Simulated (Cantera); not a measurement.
Input: 1 mol SiF4, 0.017 mol C3H8, 28 mol H2, at 1073 K.

Method: chemical equilibrium by Gibbs-energy minimisation in Cantera with the NASA 1993 tables (ideal gas, pure condensed phases). Candidate condensed phases: C, C6H6, C7H8, C8H18, Si, SiC; 113 gas species. Kinetics and transport are ignored.

### Question
Which condensed phases are stable at each of these points (P (Pa)): 100, 220, 460, 1000, 2200, 4600, 10000, 22000, 46000, 100000?

### Answer
```
P (Pa)      condensed phases  Si condensed (%)
------  --------------------  ----------------
100     C(graphite) + SiC(s)               0.4
220     C(graphite) + SiC(s)               0.2
460     C(graphite) + SiC(s)               0.1
1000             C(graphite)               0.0
2200             C(graphite)               0.0
4600                gas only               0.0
10000               gas only               0.0
22000               gas only               0.0
46000               gas only               0.0
100000              gas only               0.0
```

From 100 Pa to 460 Pa the condensed part is C(graphite) + SiC(s). From 1000 Pa to 2200 Pa the condensed part is C(graphite). From 4600 Pa to 100000 Pa nothing is condensed.
